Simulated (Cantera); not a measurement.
A perfectly stirred reactor is fed with NH3 : H2 = 1 : 1.4 (molar parts), at 0.0148 atm; it is held at 2398 K, and followed from long to short residence time.

Detailed kinetics in Cantera: the gas-phase N/H chemistry of the illustrative SiF4/NH3 mechanism in the Surface Chemkin manual (1991). Walls and surfaces, which speed up NH3 decomposition in real reactors, are not modelled.

Question: What does this change do: pressure from 0.0148 atm to 0.00987 atm?

Answer: 
```
quantity                  before     after
----------------------  --------  --------
x(NH3) at τ = 0.320 s     0.0517    0.0705
x(H2) at τ = 0.320 s       0.815     0.803
x(NH) at τ = 0.320 s     8.58e-5   9.83e-5
x(N2H4) at τ = 0.320 s  3.68e-10  3.88e-10
x(N2) at τ = 0.320 s       0.128     0.121
x(NH3) at τ = 22.0 ms      0.286     0.314
x(H2) at τ = 22.0 ms       0.664     0.646
x(NH) at τ = 22.0 ms    0.000142  0.000152
x(N2H4) at τ = 22.0 ms   3.71e-9   2.95e-9
x(N2) at τ = 22.0 ms      0.0446    0.0348
```
